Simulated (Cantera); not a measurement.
Cantera run, input and output.

```python
import numpy as np
import cantera as ct

gas = ct.Solution("gri30.yaml")
gas.TPX = 1075, 3300, {'H2': 0.027, 'O2': 1}
inlet = ct.Reservoir(gas, clone=True)

reactor = ct.IdealGasConstPressureReactor(gas, energy="off", clone=False)
exhaust = ct.Reservoir(gas, clone=True)
tau = [0.38, 0.21, 0.12, 0.065, 0.036, 0.02, 0.011, 0.0062, 0.0035, 0.0019][0]
for a, b in ((inlet, reactor), (reactor, exhaust)):
    ct.MassFlowController(a, b, mdot=lambda t: reactor.mass / tau)
net = ct.ReactorNet([reactor])
show = ['H2', 'O2', 'O', 'H2O2', 'HO2', 'H', 'H2O']

rows = []
print(f"{'tau/s':>10s}{'T/K':>9s}" + "".join(f"{s:>11s}" for s in show))
for tau in [0.38, 0.21, 0.12, 0.065, 0.036, 0.02, 0.011, 0.0062, 0.0035, 0.0019]:
    net.initial_time = 0.0
    net.advance(30 * tau)
    before = gas.X
    net.advance(40 * tau)
    drift = np.max(np.abs(gas.X - before) / (gas.X + 1e-9))
    rows.append([gas.T, *gas[show].X, drift])
    print(f"{tau:10.3e}{gas.T:9.1f}" + "".join(f"{x:11.3e}" for x in gas[show].X))
```

Output:

```
     tau/s      T/K         H2         O2          O       H2O2        HO2          H        H2O
 3.800e-01   1075.0  2.380e-04  9.722e-01  9.983e-04  1.248e-07  2.864e-06  4.964e-05  2.619e-02
 2.100e-01   1075.0  3.308e-04  9.717e-01  1.414e-03  1.423e-07  3.529e-06  8.777e-05  2.603e-02
 1.200e-01   1075.0  4.512e-04  9.711e-01  1.939e-03  1.615e-07  4.248e-06  1.489e-04  2.582e-02
 6.500e-02   1075.0  6.351e-04  9.703e-01  2.695e-03  1.862e-07  5.133e-06  2.619e-04  2.549e-02
 3.600e-02   1075.0  8.865e-04  9.692e-01  3.621e-03  2.147e-07  6.061e-06  4.422e-04  2.505e-02
 2.000e-02   1075.0  1.243e-03  9.679e-01  4.730e-03  2.486e-07  7.020e-06  7.236e-04  2.442e-02
 1.100e-02   1075.0  1.770e-03  9.663e-01  5.988e-03  2.899e-07  7.978e-06  1.146e-03  2.353e-02
 6.200e-03   1075.0  2.509e-03  9.647e-01  7.182e-03  3.369e-07  8.813e-06  1.690e-03  2.234e-02
 3.500e-03   1075.0  3.595e-03  9.633e-01  8.146e-03  3.914e-07  9.496e-06  2.321e-03  2.075e-02
 1.900e-03   1075.0  5.348e-03  9.624e-01  8.624e-03  4.551e-07  9.983e-06  2.942e-03  1.848e-02
```

Cantera simulation using GRI-Mech 3.0 (53 species, 325 reactions); the numbers are that mechanism's predictions, not measurements. Radical loss at walls, strong at low pressure, is not modelled.
